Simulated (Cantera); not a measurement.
A Cantera script and its output.

```python
import numpy as np
import cantera as ct

gas = ct.Solution("SiF4_NH3_mec.yaml", "gas")
gas.TPX = 1800, 5500, {'NH3': 1, 'H2': 8.6}
reactor = ct.IdealGasConstPressureReactor(gas, energy="off", clone=False)
net = ct.ReactorNet([reactor])
net.rtol, net.atol = 1e-08, 1e-18
show = ['NH3', 'H2', 'H', 'N2', 'N', 'N2H4']
times = np.geomspace(1e-06, 5, 12)

steps = ct.SolutionArray(gas, extra=["t"])
rows = []
print(f"{'t/s':>10s}{'T/K':>9s}{'P/Pa':>11s}" + "".join(f"{s:>11s}" for s in show))
for t in times:
    while net.time < t:
        t_next = net.step()
        steps.append(gas.state, t=t_next)
    rows.append([np.interp(t, steps.t, y) for y in (steps.T, steps.P, *steps(*show).X.T)])
    print(f"{t:10.3e}{rows[-1][0]:9.1f}{rows[-1][1]:11.4g}" + "".join(f"{x:11.3e}" for x in rows[-1][2:]))
rate = np.gradient(steps.T, steps.t)
print("integrator steps:", len(steps.t))
if steps.T.max() > steps.T[0] + 200:
    print(f"time of steepest temperature rise: {steps.t[rate.argmax()]:.4e} s")
gas.TPX = 1800, 5500, {'NH3': 1, 'H2': 8.6}
gas.equilibrate("TP")
print(f"equilibrium (TP): T = {gas.T:.1f} K  " + "  ".join(f"{s} {gas[s].X[0]:.3e}" for s in show))
```

Output:

```
       t/s      T/K       P/Pa        NH3         H2          H         N2          N       N2H4
 1.000e-06   1800.0       5500  1.042e-01  8.958e-01  6.346e-09  2.428e-23  5.310e-24  1.841e-19
 4.064e-06   1800.0       5500  1.042e-01  8.958e-01  2.922e-08  2.091e-20  4.442e-21  8.123e-18
 1.652e-05   1800.0       5500  1.042e-01  8.958e-01  1.346e-07  1.321e-17  2.453e-18  2.158e-16
 6.714e-05   1800.0       5500  1.042e-01  8.958e-01  5.699e-07  7.230e-15  4.858e-16  4.497e-15
 2.729e-04   1800.0       5500  1.042e-01  8.958e-01  2.339e-06  2.809e-12  4.518e-14  8.096e-14
 1.109e-03   1800.0       5500  1.042e-01  8.958e-01  9.527e-06  4.629e-10  3.284e-12  1.367e-12
 4.508e-03   1800.0       5500  1.042e-01  8.958e-01  3.870e-05  4.472e-08  2.240e-10  2.265e-11
 1.832e-02   1800.0       5500  1.041e-01  8.957e-01  1.538e-04  4.364e-06  1.396e-08  3.569e-10
 7.447e-02   1800.0       5500  1.035e-01  8.958e-01  3.497e-04  2.497e-04  1.604e-07  1.816e-09
 3.027e-01   1800.0       5500  1.000e-01  8.977e-01  3.607e-04  1.805e-03  1.691e-07  1.798e-09
 1.230e+00   1800.0       5500  8.741e-02  9.046e-01  3.794e-04  7.533e-03  1.685e-07  1.495e-09
 5.000e+00   1800.0       5500  5.215e-02  9.238e-01  4.565e-04  2.351e-02  1.658e-07  7.380e-10
integrator steps: 561
equilibrium (TP): T = 1800.0 K  NH3 3.208e-07  H2 9.514e-01  H 1.499e-03  N2 4.713e-02  N 3.373e-11  N2H4 2.862e-19
```

Model: the gas-phase N/H chemistry of the illustrative SiF4/NH3 mechanism in the Surface Chemkin manual (1991), integrated in Cantera. Walls and surfaces, which speed up NH3 decomposition in real reactors, are not modelled.
